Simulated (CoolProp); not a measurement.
A simple Rankine cycle with R114: condensing at 321.15 K, boiler at 1.22 MPa, turbine inlet 499 K, turbine efficiency 0.6, pump efficiency 0.8, no recuperator. Each further row changes one setting.

Values from CoolProp's reference Helmholtz-energy equation of state, Platzer 1990. This equation is an older, rougher fit; its heat capacities, sound speeds and derivatives of the liquid may be far off and weren't checked against measurements.

```csv
case,thermal efficiency (%),net work (kJ/kg),heat in (kJ/kg),turbine exit temperature (K),volume ratio over the turbine
as stated,5.2,13.5,258,477.7,2.88
condensing temperature 313.15 K,6.1,16.3,267,473.7,3.60
boiler pressure 0.854 MPa,3.5,9.24,261,485.3,2.01
turbine efficiency 0.5,4.3,11.1,258,480.4,2.90
```
